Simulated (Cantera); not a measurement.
A closed system holds: 1 mol MgO, 1.9 mol CO, at 4.70 mbar.

Method: chemical equilibrium by Gibbs-energy minimisation in Cantera with the NASA 1993 tables (ideal gas, pure condensed phases). Candidate condensed phases: C, Mg, MgCO3, MgO; 15 gas species. The numbers say what is thermodynamically allowed, not how fast it happens.

Q: What share of the Mg ends up in condensed phases as a function of T (K), at 1673, 1748, 1823, 1898, 1973, 2048, 2123, 2198, 2273, 2348, 2423?

A: 
```tsv
T (K)	Mg condensed (%)	as
1673	99.6	MgO(s)
1748	99.3	MgO(s)
1823	98.6	MgO(s)
1898	97.6	MgO(s)
1973	95.8	MgO(s)
2048	93.1	MgO(s)
2123	89.0	MgO(s)
2198	83.0	MgO(s)
2273	74.4	MgO(s)
2348	61.7	MgO(s)
2423	39.7	MgO(s)
```
